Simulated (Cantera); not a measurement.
Input: 1 mol Fe(CO)5, 0.038 mol O2, 0.78 mol H2, at 875 °C and 1.00 mbar.

Cantera equilibrium calculation (NASA polynomials, part measured and part estimated; ideal gas, pure solids and liquids). Candidate condensed phases: C, C6H6, C7H8, C8H18, Fe, Fe(CO)5, FeO, Fe(OH)2, Fe(OH)3, Fe2O3, Fe3O4, H2O; 114 gas species. The numbers say what is thermodynamically allowed, not how fast it happens.

Base state: CO 0.854, H2 0.133, CO2 0.0111, H2O 0.00204 (mole fractions); condensed: Fe(α).

**Question.** What changes in the equilibrium state with this change: Fe(CO)5 replaced by Hg?

**Answer.** 
```
species      before   after
----------  -------  ------
Hg                0   0.562
H2            0.133   0.396
H2O         0.00204  0.0427
CO            0.854       0
CO2          0.0111       0
Fe(α), mol     1.00       0
```
Further candidate phases: Hg, HgO.

**Question.** What changes in the equilibrium state with this change: Fe(CO)5 replaced by PbO?

**Answer.** 
```
species            before     after
----------------  -------  --------
H2O               0.00204     0.697
Pb                      0     0.281
PbO                     0    0.0217
CO                  0.854         0
CO2                0.0111         0
H2                  0.133  0.000167
Fe(α), mol           1.00         0
Pb(l), mol              0     0.390
PbO(yellow), mol        0     0.272
```
Mutual solubility and eutectic melting of coexisting phases are not modelled. Further candidate phases: Pb, PbO, PbO2, Pb3O4.
